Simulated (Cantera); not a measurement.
Input: 1 mol CuF2, 0.25 mol O2, 90 mol N2, held at 1098 K and 12.0 mbar.

Cantera equilibrium calculation (NASA polynomials, part measured and part estimated; ideal gas, pure solids and liquids). Candidate condensed phases: Cu, CuF2, CuO, Cu2O; 22 gas species. Equilibrium is a limit: real reactors are often held back by kinetics, nucleation or transport.

Task: What is the equilibrium state?

Result: 
- x(N2): 0.986
- x(CuF2): 0.0109
- x(O2): 0.00273
- x(CuF): 1.59e-5
- x(F): 1.59e-5
- x(NO): 1.07e-5
- gas amount: 91.25 mol
- log10 activity of CuF2(s) (absent): -0.13
- log10 activity of Cu(s) (absent): -5.80
